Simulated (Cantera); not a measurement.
Charge: 1 mol N2O, 0.062 mol H2O, 8.6 mol O2, held at 2500 K.

Equilibrium computed with Cantera from the NASA thermochemical tables; the gas is ideal and each condensed phase is pure. Candidate condensed phases: H2O; 24 gas species. The ideal-gas law is rough above about 30 bar. Equilibrium is a limit: real reactors are often held back by kinetics, nucleation or transport.

x: gas mole fraction; nothing condenses.

```json
[
 {"P (Pa)": "10", "x O2": "0.230", "x O": "0.695", "x N2": "0.0603", "x NO": "0.00666", "x OH": "…", "x H": "0.00674"},
 {"P (Pa)": "120", "x O2": "0.583", "x O": "0.319", "x N2": "0.0762", "x NO": "0.0119", "x OH": "…", "x H": "0.00503"},
 {"P (Pa)": "1400", "x O2": "0.782", "x O": "0.108", "x N2": "0.0855", "x NO": "0.0146", "x OH": "…", "x H": "0.00186"},
 {"P (Pa)": "17000", "x O2": "0.854", "x O": "0.0325", "x N2": "0.0888", "x NO": "0.0156", "x OH": "…", "x H": "0.000416"},
 {"P (Pa)": "210000", "x O2": "0.877", "x O": "0.00936", "x N2": "0.0899", "x NO": "0.0159", "x OH": "…", "x H": "7.48e-5"},
 {"P (Pa)": "2500000", "x O2": "0.884", "x O": "0.00272", "x N2": "0.0902", "x NO": "0.0160", "x OH": "…", "x H": "1.27e-5"},
 {"P (Pa)": "30000000", "x O2": "0.886", "x O": "0.000787", "x N2": "0.0901", "x NO": "0.0160", "x OH": "…", "x H": "2.05e-6"}
]
```

### Question
What belongs in the gaps?

### Answer

- 10, x OH: 0.00113
- 120, x OH: 0.00464
- 1400, x OH: 0.00679
- 17000, x OH: 0.00552
- 210000, x OH: 0.00354
- 2500000, x OH: 0.00208
- 30000000, x OH: 0.00117
